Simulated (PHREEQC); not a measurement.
Solution (54 °C): 0.14 mol KHF2 per kg of water. It is in equilibrium with CO2 at log p = 0 (atm). Otherwise closed; pH follows from the charge balance.

The numbers come from PHREEQC with the ion-association model, phreeqc.dat.

Each row changes one thing in this solution. This is a speciation only: nothing precipitates in the calculation.

```tsv
case	pH	ionic strength (mol/kgw)	F- (mol/kgw)	HF (mol/kgw)	HF2- (mol/kgw)	HCO3- (mol/kgw)
as made	3.27	0.141	0.0988	0.0975	0.0419	2.26e-5
temperature from 54 to 35 °C	3.11	0.141	0.101	0.0987	0.0404	2.18e-5
KHF2 replaced by HBF4 at the same molality	0.97	0.135	0.000134	0.0266	1.55e-5	1.13e-7
KHF2 from 0.14 to 0.28 mol/kgw	3.21	0.281	0.165	0.163	0.116	2.12e-5
KHF2 replaced by NH4HF2 at the same molality	3.27	0.141	0.0988	0.0975	0.0419	2.26e-5
KHF2 from 0.14 to 0.028 mol/kgw	3.35	0.0285	0.0257	0.0247	0.00278	2.47e-5
0.057 mol/kgw HBr added	2.76	0.142	0.0503	0.160	0.0349	7.01e-6
KHF2 replaced by HF at the same molality	2.06	0.00965	0.00621	0.127	0.00344	1.18e-6
diluted 5-fold with water	3.35	0.0285	0.0257	0.0247	0.00278	2.47e-5
```

At this temperature some constants are extrapolated from 25 °C, and those without enthalpy data are left unchanged.
